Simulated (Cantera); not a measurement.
## Low-pressure radical oxidation in H2/O2

An isothermal, constant-pressure homogeneous reactor starts with H₂ : O₂ : N₂ = 0.0073 : 1 : 0.0065 (molar parts), equivalence ratio 0.0037, at 1473 K and 0.00390 bar.

Cantera simulation using GRI-Mech 3.0 (53 species, 325 reactions); the numbers are that mechanism's predictions, not measurements. Radical loss at walls, strong at low pressure, is not modelled.

```
t (s)         x H₂   x O₂     x H₂O       x H      x OH       x O
--------  --------  -----  --------  --------  --------  --------
1.00e-5    0.00720  0.986    <1e-12   1.16e-9  1.10e-10  1.10e-10
4.61e-5    0.00720  0.986  2.92e-11   3.97e-9   1.90e-9   1.91e-9
0.000213   0.00720  0.986   1.66e-9   7.74e-9   2.06e-8   2.09e-8
0.000980   0.00720  0.986   6.11e-8   1.74e-8   1.59e-7   1.68e-7
0.00452    0.00719  0.986   4.96e-6   3.33e-7   4.66e-6   5.20e-6
0.0208    0.000125  0.979   0.00630  0.000161   0.00140   0.00613
0.0960     2.00e-5  0.979   0.00656  0.000130   0.00111   0.00636
0.443      1.93e-5  0.980   0.00657  0.000124   0.00109   0.00614
2.04       1.66e-5  0.981   0.00663   9.77e-5   0.00101   0.00523
9.41       9.27e-6  0.983   0.00681   3.96e-5  0.000758   0.00285
43.4       1.99e-6  0.986   0.00704   3.82e-6  0.000352  0.000593
200        2.42e-7  0.986   0.00716   1.60e-7  0.000123   7.10e-5
```
x: mole fraction; the columns are a selection and need not sum to one.

Equilibrium at this temperature and pressure: H₂ 1.53e-7, O₂ 0.986, H₂O 0.00718, H 7.97e-8, OH 9.75e-5, O 4.47e-5 (gas phase only).
